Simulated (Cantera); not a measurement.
Predominance diagram of Mg at 625 K against the partial pressures of O2 and CO2 (log10, bar). Source: NASA polynomial tables (part measured, part estimated), evaluated in Cantera. Candidates: Mg(s), MgCO3(s), MgO(s). Only these pure phases compete in this equilibrium. 

Task: Which phase is stable at these pairs, and which metal-bearing vapour leads over it? (-16.3, 1); (-36.7, -21.4); (-36.7, -27.8); (0, 1); (-36.7, -8.6); (-48.9, -27.8); (-32.6, -18.2)

Result: 
```
log p(O2)  log p(CO2)     phase  chief vapour  log p (bar)
---------  ----------  --------  ------------  -----------
-16.3               1  MgCO3(s)            Mg        -44.4
-36.7           -21.4    MgO(s)            Mg        -32.5
-36.7           -27.8    MgO(s)            Mg        -32.5
0                   1  MgCO3(s)           MgO        -47.2
-36.7            -8.6    MgO(s)            Mg        -32.5
-48.9           -27.8    MgO(s)            Mg        -26.4
-32.6           -18.2    MgO(s)            Mg        -34.6
```
